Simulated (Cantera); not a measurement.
An adiabatic, constant-volume homogeneous reactor starts with 16.7 % H2, 13.9 % O2, 69.5 % N2, at 1050 K and 5.00 bar.

Model: GRI-Mech 3.0 (53 species, 325 reactions), integrated in Cantera. The hydrogen kinetics of GRI-Mech 3.0 are dated; newer H2 mechanisms differ, most at raised pressure.

**Question.** Predict: time of steepest temperature rise; temperature at 0.100 s; equilibrium temperature; x(H2) at 0.100 s; x(O2) at 0.100 s; x(N2O) at 0.100 s; x(O) at 0.100 s; x(NO) at 0.100 s; x(OH) at 0.100 s.

**Answer.** 
```json
{
 "time_of_steepest_temperature_rise": "3.56 ms",
 "temperature at 0.100 s": "2459 K",
 "equilibrium_temperature": "2459 K",
 "x(H2) at 0.100 s": "0.00114 (gas-phase equilibrium 0.00114)",
 "x(O2) at 0.100 s": "0.0536 (gas-phase equilibrium 0.0536)",
 "x(N2O) at 0.100 s": "1.88e-6 (gas-phase equilibrium 1.88e-6)",
 "x(O) at 0.100 s": "0.000839 (gas-phase equilibrium 0.000839)",
 "x(NO) at 0.100 s": "0.0106 (gas-phase equilibrium 0.0106)",
 "x(OH) at 0.100 s": "0.00664 (gas-phase equilibrium 0.00664)"
}
```
